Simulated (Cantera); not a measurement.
What does this Cantera script print?

```python
import numpy as np
import cantera as ct

gas = ct.Solution("gri30.yaml")
gas.TPX = 1375, 100000, {'H2': 1.9, 'O2': 0.27, 'N2': 19}
reactor = ct.IdealGasConstPressureReactor(gas, energy="off", clone=False)
net = ct.ReactorNet([reactor])
net.rtol, net.atol = 1e-08, 1e-18
show = ['H2', 'O2', 'HO2', 'OH', 'H2O', 'O']
times = np.geomspace(0.0002, 1, 12)

steps = ct.SolutionArray(gas, extra=["t"])
rows = []
print(f"{'t/s':>10s}{'T/K':>9s}{'P/Pa':>11s}" + "".join(f"{s:>11s}" for s in show))
for t in times:
    while net.time < t:
        t_next = net.step()
        steps.append(gas.state, t=t_next)
    rows.append([np.interp(t, steps.t, y) for y in (steps.T, steps.P, *steps(*show).X.T)])
    print(f"{t:10.3e}{rows[-1][0]:9.1f}{rows[-1][1]:11.4g}" + "".join(f"{x:11.3e}" for x in rows[-1][2:]))
rate = np.gradient(steps.T, steps.t)
print("integrator steps:", len(steps.t))
if steps.T.max() > steps.T[0] + 200:
    print(f"time of steepest temperature rise: {steps.t[rate.argmax()]:.4e} s")
gas.TPX = 1375, 100000, {'H2': 1.9, 'O2': 0.27, 'N2': 19}
gas.equilibrate("TP")
print(f"equilibrium (TP): T = {gas.T:.1f} K  " + "  ".join(f"{s} {gas[s].X[0]:.3e}" for s in show))
```

Output:

```
       t/s      T/K       P/Pa         H2         O2        HO2         OH        H2O          O
 2.000e-04   1375.0      1e+05  6.024e-02  2.157e-03  8.293e-07  2.678e-04  2.066e-02  2.938e-04
 4.338e-04   1375.0      1e+05  5.850e-02  4.177e-06  1.859e-09  9.757e-05  2.555e-02  1.930e-05
 9.410e-04   1375.0      1e+05  6.173e-02  9.225e-07  4.495e-10  4.729e-05  2.570e-02  4.480e-06
 2.041e-03   1375.0      1e+05  6.346e-02  1.993e-07  1.120e-10  2.228e-05  2.577e-02  9.890e-07
 4.427e-03   1375.0      1e+05  6.431e-02  4.283e-08  2.885e-11  1.037e-05  2.581e-02  2.135e-07
 9.602e-03   1375.0      1e+05  6.472e-02  9.192e-09  7.376e-12  4.795e-06  2.582e-02  4.562e-08
 2.083e-02   1375.0      1e+05  6.491e-02  1.968e-09  1.795e-12  2.212e-06  2.583e-02  9.702e-09
 4.518e-02   1375.0      1e+05  6.500e-02  4.200e-10  4.114e-13  1.019e-06  2.583e-02  2.060e-09
 9.799e-02   1375.0      1e+05  6.504e-02  8.958e-11  8.975e-14  4.701e-07  2.584e-02  4.380e-10
 2.125e-01   1375.0      1e+05  6.506e-02  1.915e-11  1.876e-14  2.171e-07  2.584e-02  9.344e-11
 4.610e-01   1375.0      1e+05  6.506e-02  4.103e-12  3.724e-15  1.004e-07  2.584e-02  1.999e-11
 1.000e+00   1375.0      1e+05  6.507e-02  8.843e-13  6.875e-16  4.661e-08  2.584e-02  4.305e-12
integrator steps: 2145
equilibrium (TP): T = 1375.0 K  H2 6.507e-02  O2 1.495e-14  HO2 5.140e-18  OH 6.287e-09  H2O 2.584e-02  O 7.832e-14
```

Computed with Cantera and GRI-Mech 3.0 (53 species, 325 reactions).
